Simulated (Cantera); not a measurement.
Feed: 1 mol CaCO₃, 6.4 mol O₂, 0.11 mol H₂O, equilibrated at 1648.15 K and 10.0 mbar.

Method: chemical equilibrium by Gibbs-energy minimisation in Cantera with the NASA 1993 tables (ideal gas, pure condensed phases). Candidate condensed phases: C, C₆H₆, C₇H₈, C₈H₁₈, Ca, CaCO₃, CaO, Ca(OH)₂, H₂O; 115 gas species. Equilibrium is a limit: real reactors are often held back by kinetics, nucleation or transport.

Base state: O₂ 0.852, CO₂ 0.133, H₂O 0.0144, OH 0.000431, O 0.000234, CO 5.31e-5 (mole fractions); condensed: CaO(s).

Problem. What changes in the equilibrium state with this change: CaCO₃ replaced by MgCO₃?

Solution. 
```tsv
species	before	after
O₂	0.852	0.852
CO₂	0.133	0.133
H₂O	0.0144	0.0144
CO	5.31e-5	5.31e-5
OH	0.000431	0.000431
O	0.000234	0.000234
CaO(s), mol	1.00	0
MgO(s), mol	0	1.00
```
Further candidate phases: Mg, MgCO₃, MgO, Mg(OH)₂.
